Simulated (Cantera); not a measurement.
Input (Python, Cantera) and output of one run.

```python
import numpy as np
import cantera as ct

gas_names = """
    F F2 H HF H2 H2F2 H3F3 H4F4 H5F5 H6F6 H7F7 N NF NF2 NF3 NH NH2 NH3 N2 N2H2 N2H4 Si SiF SiF2 SiF3
    SiF4 SiH SiHF3 SiH2 SiH2F2 SiH3 SiH3F SiH4 SiN Si2 Si2N Si3
""".split()
cond_names = """
    Si(cr) Si(L) Si3N4(a)
""".split()


# ... load() reads the species with a 1 bar reference pressure and builds the phases ...
atoms = {
    'Si': {'Si': 1},
    'HF': {'H': 1, 'F': 1},
    'N2': {'N': 2},
}
top_T = {'Si3N4(a)': 2400}  # K; cautious upper limits of use, not melting points


# ... equilibrate(T, P, feed) seeds the gas with the atoms and calls Mixture.equilibrate('TP', solver="vcs", rtol=1e-11, max_steps=5000) ...
results = []
T = 1448.15  # K
P = 13332.2  # Pa
for m in [1.6, 2.5, 3.4, 4.2, 5.1, 6, 6.9, 7.8, 8.7, 9.6, 11, 12]:
    feed = {'Si': 1, 'HF': m, 'N2': 10}  # mol
    mix = equilibrate(T, P, feed)
    results.append((T, P, feed, dict(zip(mix.species_names, mix.species_moles))))

top = {s: max(r[3][s] / sum(r[3][g] for g in gas_names) for r in results) for s in gas_names}
cols = sorted((s for s in top if top[s] > 1e-05), key=lambda s: -top[s])[:6]
seen = [c for c in cond_names if any(r[3].get(c, 0) > 1e-12 for r in results)]
print("log10 of partial pressures in bar; condensed amounts in mol")
print(f"{'n(HF)':>10s}" + "".join(f"{s[:9]:>10s}" for s in cols + seen))
for T, P, feed, n in results:
    ng = sum(n[g] for g in gas_names)
    print(f"{feed['HF']:10.4g}" + "".join(f"{np.log10(max(n[s] / ng * P / 1e5, 1e-99)):10.3f}" for s in cols)
          + "".join(f"{n.get(c, 0):10.4g}" for c in seen))
```

Result:

```
log10 of partial pressures in bar; condensed amounts in mol
     n(HF)        N2        HF        H2      SiF4      SiF3     SiHF3  Si3N4(a)
       1.6    -0.927    -3.538    -2.013    -2.334    -3.605    -4.286    0.1998
       2.5    -0.952    -3.420    -1.851    -2.171    -3.478    -4.079    0.1246
       3.4    -0.975    -3.346    -1.747    -2.066    -3.396    -3.944    0.0493
       4.2    -0.996    -2.667    -1.697    -2.002    -3.985    -4.508         0
       5.1    -1.024    -1.982    -1.724    -2.026    -4.707    -5.244         0
         6    -1.051    -1.750    -1.750    -2.052    -4.979    -5.529         0
       6.9    -1.077    -1.614    -1.776    -2.077    -5.152    -5.715         0
       7.8    -1.100    -1.521    -1.800    -2.101    -5.282    -5.856         0
       8.7    -1.123    -1.451    -1.822    -2.123    -5.385    -5.971         0
       9.6    -1.145    -1.396    -1.844    -2.145    -5.472    -6.069         0
        11    -1.176    -1.331    -1.875    -2.176    -5.585    -6.197         0
        12    -1.197    -1.294    -1.896    -2.198    -5.653    -6.276         0
```

These are equilibrium values from Cantera (NASA tables, ideal gas, pure condensed phases), not measurements of a reactor. N2 is the only nitrogen source here; it is nearly inert below about 1500 K, so the nitride shown seldom forms there in practice. The tables' values for SiF3, SiF2 are old estimates; treat these amounts as uncertain.
